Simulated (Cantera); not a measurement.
Cantera run:

```python
import numpy as np
import cantera as ct

gas_names = [...]  # 109 gases of nasa_gas.yaml made of C, Cl, H, Si
cond_names = """
    C(gr) C6H6(L) C7H8(L) C8H18(L),n-octa Si(cr) Si(L) SiC(b)
""".split()


# ... load() reads the species with a 1 bar reference pressure and builds the phases ...
atoms = {
    'SiH2Cl2': {'Si': 1, 'H': 2, 'CL': 2},
    'C2H2': {'C': 2, 'H': 2},
    'H2': {'H': 2},
    'CH4': {'C': 1, 'H': 4},
}
top_T = {'C(gr)': 4500, 'SiC(b)': 3050}  # K; cautious upper limits of use, not melting points


# ... equilibrate(T, P, feed) seeds the gas with the atoms and calls Mixture.equilibrate('TP', solver="vcs", rtol=1e-11, max_steps=5000) ...
results = []
feed = {'SiH2Cl2': 1, 'C2H2': 0.042, 'H2': 80, 'CH4': 0.017}  # mol
P = 10000  # Pa
for T in [1850, 1900, 1950, 2000, 2050, 2100, 2150, 2200, 2250, 2300, 2350, 2400, 2450]:
    mix = equilibrate(T, P, feed)
    results.append((T, P, feed, dict(zip(mix.species_names, mix.species_moles))))

top = {s: max(r[3][s] / sum(r[3][g] for g in gas_names) for r in results) for s in gas_names}
cols = sorted((s for s in top if top[s] > 0.0001), key=lambda s: -top[s])[:8]
seen = [c for c in cond_names if any(r[3].get(c, 0) > 1e-12 for r in results)]
print("log10 of partial pressures in bar; condensed amounts in mol")
print(f"{'T/K':>10s}" + "".join(f"{s[:9]:>10s}" for s in cols + seen))
for T, P, feed, n in results:
    ng = sum(n[g] for g in gas_names)
    print(f"{T:10.4g}" + "".join(f"{np.log10(max(n[s] / ng * P / 1e5, 1e-99)):10.3f}" for s in cols)
          + "".join(f"{n.get(c, 0):10.4g}" for c in seen))
```

Output:

```
log10 of partial pressures in bar; condensed amounts in mol
       T/K        H2         H       HCL        Si     SiCL2        CL       SiH      Si2C     Si(L)    SiC(b)
      1850    -1.011    -3.774    -2.667    -5.191    -3.862    -5.549    -5.700    -7.052    0.7732    0.1007
      1900    -1.011    -3.606    -2.665    -4.899    -3.886    -5.382    -5.466    -6.655    0.7703    0.1006
      1950    -1.012    -3.447    -2.663    -4.623    -3.909    -5.223    -5.246    -6.280     0.761    0.1002
      2000    -1.013    -3.295    -2.662    -4.361    -3.932    -5.073    -5.036    -5.923    0.7418   0.09944
      2050    -1.014    -3.151    -2.662    -4.112    -3.955    -4.930    -4.837    -5.585    0.7069   0.09788
      2100    -1.015    -3.014    -2.662    -3.875    -3.979    -4.794    -4.648    -5.263    0.6476   0.09476
      2150    -1.017    -2.884    -2.664    -3.649    -4.002    -4.666    -4.468    -4.957    0.5508   0.08873
      2200    -1.020    -2.759    -2.666    -3.433    -4.027    -4.544    -4.297    -4.665    0.3966   0.07734
      2250    -1.024    -2.641    -2.671    -3.227    -4.053    -4.428    -4.135    -4.387    0.1562   0.05631
      2300    -1.028    -2.528    -2.669    -3.115    -4.151    -4.312    -4.064    -4.205         0   0.02189
      2350    -1.032    -2.420    -2.665    -3.081    -4.312    -4.198    -4.070    -4.229         0         0
      2400    -1.037    -2.317    -2.664    -3.054    -4.478    -4.091    -4.082    -4.353         0         0
      2450    -1.043    -2.219    -2.666    -3.034    -4.648    -3.991    -4.100    -4.494         0         0
```

Equilibrium computed with Cantera from the NASA thermochemical tables; the gas is ideal and each condensed phase is pure. Mutual solubility and eutectic melting of coexisting phases are not modelled. The tables' values for SiCl are old estimates; treat these amounts as uncertain. Gases not in the tables: Si2H6 and higher silanes.
